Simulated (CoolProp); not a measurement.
Vapour-liquid equilibrium of ethane (1) + n-butane (2) at 0.308 MPa; x and y are mole fractions of (1).

The numbers come from the multi-fluid Helmholtz-energy mixture model, Bücker 2006 and Bücker 2006; pair parameters Kunz 2012 in CoolProp.

```csv
x,"bubble temperature, mixture model (°C)","bubble temperature, Raoult's law (°C)","y, mixture model","y, Raoult's law"
0.05,[?],11.9,0.410,0.511
0.125,-3.6,-8.3,[?],0.788
0.2,-17.9,-21.3,0.857,0.889
0.275,-28.2,-30.5,0.918,0.935
0.35,-36.0,-37.5,0.949,0.959
0.425,-42.0,-42.9,0.967,0.973
0.5,[?],-47.4,[?],0.982
0.575,-50.8,-51.2,0.985,0.988
0.65,-54.1,-54.4,[?],0.992
0.725,-57.0,-57.2,[?],0.995
0.8,-59.5,-59.7,0.996,0.997
0.875,-61.7,-61.9,0.998,0.998
0.95,-63.8,-63.9,0.999,0.999
```

### Question
Some entries are withheld; supply them.

### Answer

- 0.05, bubble temperature, mixture model (°C): 16.2
- 0.125, y, mixture model: 0.723
- 0.5, bubble temperature, mixture model (°C): -46.8
- 0.5, y, mixture model: 0.978
- 0.65, y, mixture model: 0.990
- 0.725, y, mixture model: 0.993

The largest gap from Raoult's law is +4.7 K in bubble temperature, at x = 0.125. No azeotrope shows between x = 0.05 and 0.95.

Pair parameters are fitted to limited data, so mixtures are less certain than the pure fluids.
